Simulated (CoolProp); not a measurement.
Values from CoolProp's reference Helmholtz-energy equation of state, Span 2003. It is a short technical equation, of lower accuracy than the large ones.

For n-heptane, give the phase and the cp (kJ/(kg K)), speed of sound (m/s), isothermal compressibility (1/MPa), viscosity (µPa s) at 600 K and 1.39 MPa; 600 K and 2.08 MPa; 600 K and 2.43 MPa.


- 600 K and 1.39 MPa: gas; cp 3.00, speed of sound 199, isothermal compressibility 0.837, viscosity 12.8
- 600 K and 2.08 MPa: gas; cp 3.11, speed of sound 183, isothermal compressibility 0.621, viscosity 14.0
- 600 K and 2.43 MPa: gas; cp 3.18, speed of sound 174, isothermal compressibility 0.566, viscosity 14.9

Viscosity comes from a separate model (Michailidou 2014).
